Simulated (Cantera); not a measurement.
An isothermal, constant-pressure homogeneous reactor starts with 0.406 % CH4, 0.486 % O2, 99.1 % N2, at 1400 K and 5.00 bar.

Computed with Cantera and GRI-Mech 3.0 (53 species, 325 reactions).

x: mole fraction; the columns are a selection and need not sum to one.

```tsv
t (s)	x CH4	x O2	x CH2O	x OH	x C2H	x NO
2.00e-5	0.00406	0.00486	8.75e-11	3.40e-10	<1e-12	<1e-12
0.000100	0.00406	0.00486	2.66e-9	4.75e-10	<1e-12	<1e-12
0.000502	0.00406	0.00486	7.91e-8	1.08e-9	<1e-12	<1e-12
0.00252	0.00406	0.00485	1.70e-6	2.77e-9	<1e-12	<1e-12
0.0126	0.00400	0.00483	1.50e-5	7.16e-9	<1e-12	<1e-12
0.0632	…	…	…	…	5.65e-11	3.03e-10
0.317	0.000240	2.03e-5	4.93e-8	1.02e-8	1.16e-11	1.86e-8
1.59	0.000237	4.85e-7	6.41e-9	4.46e-9	5.14e-12	1.34e-8
7.96	0.000219	<1e-12	4.31e-9	3.84e-9	4.81e-12	3.65e-9
39.9	…	<1e-12	…	3.57e-9	4.51e-12	6.42e-10
200	0.000105	<1e-12	1.55e-9	3.31e-9	2.21e-12	6.89e-10
```

Q: Complete the blanks.

A: 
- 0.0632, x CH4: 0.00245
- 0.0632, x O2: 0.00381
- 0.0632, x CH2O: 3.18e-5
- 0.0632, x OH: 1.46e-7
- 39.9, x CH4: 0.000171
- 39.9, x CH2O: 3.13e-9
